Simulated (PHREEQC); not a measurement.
A column of 0.5 m (30 cells, dispersivity 0.018 m, 720 s a shift, diffusion coefficient 3e-10 m²/s) holds 0.04 eq of the database's cation exchanger X per kg of pore water, first in equilibrium with 0.93 mmol/kgw NH4Cl, 4.6 mmol/kgw CaCl2, 11 mmol/kgw KBr and 0.01 mmol/kgw HCl. It is flushed with 0.37 mmol/kgw NH4Cl, 43 mmol/kgw LiCl and 0.01 mmol/kgw HCl, at 15 °C. Values are for the last cell. CO2 from the air is kept out. No solid was allowed to form.

Base run: PHREEQC, ion-association model, phreeqc.dat. Each further column changes one thing. The table gives Li in solution (mol/kgw).

```tsv
pore volumes	base	exchange capacity from 0.04 to 0.02 eq/kgw	dispersivity from 0.018 to 0.036 m
0	0	0	0
0.55	0.000148	…	0.00122
1.217	0.0217	0.0265	…
1.75	0.0336	0.0373	…
2.283	0.0375	0.0402	0.0371
2.817	0.0394	0.0413	0.0390
3.483	0.0406	0.0419	…
4.017	0.0412	0.0421	…
```

Question: What belongs in the gaps?

Answer: 
- 0.55, exchange capacity from 0.04 to 0.02 eq/kgw: 0.000309
- 1.217, dispersivity from 0.018 to 0.036 m: 0.0227
- 1.75, dispersivity from 0.018 to 0.036 m: 0.0331
- 3.483, dispersivity from 0.018 to 0.036 m: 0.0403
- 4.017, dispersivity from 0.018 to 0.036 m: 0.0409
